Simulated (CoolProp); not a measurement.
Aqueous methanol as a coolant, 57 % by mass, freezing at -67.2 °C, 1 atm.

Model: Melinder's fits for secondary coolants, in CoolProp.

```json
[
 {"T (°C)": "-2.4", "Prandtl number": "33.6", "conductivity (W/(m K))": "0.316", "viscosity (mPa s)": "3.26", "density (kg/m³)": "916.8"},
 {"T (°C)": "0.9", "Prandtl number": "30.3", "conductivity (W/(m K))": "0.317", "viscosity (mPa s)": "2.92", "density (kg/m³)": "914.5"},
 {"T (°C)": "4.3", "Prandtl number": "27.4", "conductivity (W/(m K))": "0.317", "viscosity (mPa s)": "2.62", "density (kg/m³)": "912.1"},
 {"T (°C)": "7.7", "Prandtl number": "___", "conductivity (W/(m K))": "0.318", "viscosity (mPa s)": "2.35", "density (kg/m³)": "909.8"},
 {"T (°C)": "11", "Prandtl number": "22.6", "conductivity (W/(m K))": "0.318", "viscosity (mPa s)": "2.13", "density (kg/m³)": "907.5"},
 {"T (°C)": "14.4", "Prandtl number": "20.6", "conductivity (W/(m K))": "0.319", "viscosity (mPa s)": "1.93", "density (kg/m³)": "905.1"},
 {"T (°C)": "17.8", "Prandtl number": "18.8", "conductivity (W/(m K))": "0.320", "viscosity (mPa s)": "___", "density (kg/m³)": "902.7"},
 {"T (°C)": "21.1", "Prandtl number": "17.3", "conductivity (W/(m K))": "0.320", "viscosity (mPa s)": "1.61", "density (kg/m³)": "900.3"},
 {"T (°C)": "24.5", "Prandtl number": "15.9", "conductivity (W/(m K))": "0.321", "viscosity (mPa s)": "1.47", "density (kg/m³)": "897.9"},
 {"T (°C)": "27.9", "Prandtl number": "14.6", "conductivity (W/(m K))": "0.321", "viscosity (mPa s)": "___", "density (kg/m³)": "895.5"},
 {"T (°C)": "31.2", "Prandtl number": "13.5", "conductivity (W/(m K))": "0.322", "viscosity (mPa s)": "1.24", "density (kg/m³)": "893.1"},
 {"T (°C)": "34.6", "Prandtl number": "12.4", "conductivity (W/(m K))": "0.323", "viscosity (mPa s)": "1.14", "density (kg/m³)": "890.7"}
]
```

Question: Fill in the missing entries.

Answer: 
- 7.7, Prandtl number: 24.8
- 17.8, viscosity (mPa s): 1.76
- 27.9, viscosity (mPa s): 1.35
